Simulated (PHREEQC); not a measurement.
0.011 g of hydrous ferric oxide (600 m²/g; 0.2 weak and 0.005 strong sites per Fe, Dzombak-Morel constants, diffuse double layer) in 1 kg of water with 0.01 mol/kgw of an inert sodium salt and 2.8e-06 mol CuSO4 and 4.9e-07 mol Ag2SO4, at 25 °C; the pH is set by adding NaOH or the inert anion's acid. O2 is buffered at 0.21 atm. No CO2 enters from the air. Precipitation was switched off in this run.

The numbers come from PHREEQC with the ion-association model, wateq4f.dat.

| pH | S sorbed (%) | Cu sorbed (%) | Ag sorbed (%) |
|---|---|---|---|
| 4 | 97.0 | 0.1 | 0.0 |
| 4.5 | 91.6 | 1.1 | 0.0 |
| 5 | 76.9 | 6.7 | 0.0 |
| 5.5 | 52.0 | 22.4 | 0.1 |
| 6 | 26.3 | 51.1 | 0.1 |
| 6.5 | 9.0 | 82.4 | 0.2 |
| 7 | 1.8 | 93.9 | 0.5 |
| 7.5 | 0.2 | 95.4 | 1.5 |
| 8 | 0.0 | 95.2 | 4.4 |
| 8.5 | 0.0 | 94.7 | 11.6 |
| 9 | 0.0 | 94.0 | 25.2 |
| 9.5 | 0.0 | 92.8 | 44.4 |
| 10 | 0.0 | 91.1 | 65.2 |

Complexes and solids missing from the database can't appear. The database's constant for dissolved Cu(OH)2 is higher than later reviews accept.
